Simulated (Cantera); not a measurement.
**C₃H₆ + H₂O (carbon deposition, reforming and gasification)**

Input: 1 mol C₃H₆, 0.069 mol H₂O, equilibrated at 1625 K and 100000 Pa.

Cantera equilibrium calculation (NASA polynomials, part measured and part estimated; ideal gas, pure solids and liquids). Candidate condensed phases: C, C₆H₆, C₇H₈, C₈H₁₈, H₂O; 110 gas species. Kinetics and transport are ignored.

```
Quantity                 Value
-------------------  ---------
x(H₂)                    0.976
x(CO)                   0.0220
x(CH₄)                 0.00140
x(H)                   6.97e-5
x(C₂H₂ (acetylene))    3.47e-5
x(H₂O)                 1.61e-5
x(C₂H₄)                3.04e-6
x(CH₃)                 2.04e-6
n(C(graphite))        2.93 mol
gas amount           3.134 mol
```
